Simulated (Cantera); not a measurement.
A perfectly stirred reactor is fed with CH4 : CO : O2 : N2 : H2O = 1 : 0.53 : 2.27 : 8.52 : 0.63 (molar parts), equivalence ratio 1.00, at 5.00 bar; it is adiabatic with a 375 K inlet, and is followed from long to short residence time, starting on the burning branch (τ in s: 0.083, 0.044, 0.023, 0.013, 0.0067, 0.0035, 0.0019, 0.001, 0.00054, 0.00029, 0.00015, 8.1e-05).

Computed with Cantera and GRI-Mech 3.0 (53 species, 325 reactions).

What does this change do: pressure from 5.00 bar to 2.00 bar?


```csv
quantity,before,after
"blow-out, bracketed by the residence times tried","burning at 81.0 µs, the shortest tried","burning at 81.0 µs, the shortest tried"
x(CH4) at τ = 83.0 ms,1.80e-6,2.89e-6
x(CO) at τ = 83.0 ms,0.00729,0.00956
x(O2) at τ = 83.0 ms,0.00418,0.00563
x(H) at τ = 83.0 ms,0.000178,0.000330
x(C2H) at τ = 83.0 ms,1.14e-12,2.61e-12
x(CH4) at τ = 1.90 ms,3.62e-5,4.80e-5
x(CO) at τ = 1.90 ms,0.0135,0.0195
x(O2) at τ = 1.90 ms,0.00843,0.0124
x(H) at τ = 1.90 ms,0.000607,0.00167
x(C2H) at τ = 1.90 ms,2.75e-10,2.47e-10
```
